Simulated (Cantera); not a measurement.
A closed system holds: 1 mol PbO, 2.6 mol H₂, 27 mol N₂, held at 0.143 Torr.

Method: chemical equilibrium by Gibbs-energy minimisation in Cantera with the NASA 1993 tables (ideal gas, pure condensed phases). Candidate condensed phases: H₂O, Pb, PbO, PbO₂, Pb₃O₄; 27 gas species. Rates play no part. All values below are at 1048 K.

Base state: N₂ 0.882, H₂ 0.0523, H₂O 0.0327, Pb 0.0327 (mole fractions); condensed: gas only.

### Question
What changes in the equilibrium state with this change: PbO replaced by HgO?

### Answer
| species | before | after |
|---|---|---|
| N₂ | 0.882 | 0.882 |
| H₂ | 0.0523 | 0.0523 |
| Hg | 0 | 0.0327 |
| Pb | 0.0327 | 0 |
| H₂O | 0.0327 | 0.0327 |
Further candidate phases: Hg, HgO.

### Question
What changes in the equilibrium state with this change: H₂ from 2.6 to 0.57 mol?

### Answer
```json
[
 {"species": "N₂", "before": "0.882", "after": "0.952"},
 {"species": "Pb", "before": "0.0327", "after": "0.0201"},
 {"species": "H₂O", "before": "0.0327", "after": "0.0201"},
 {"species": "H₂", "before": "0.0523", "after": "2.99e-7"},
 {"species": "PbO", "before": "1.11e-7", "after": "0.00734"},
 {"species": "PbO(yellow), mol", "before": "0", "after": "0.222"}
]
```
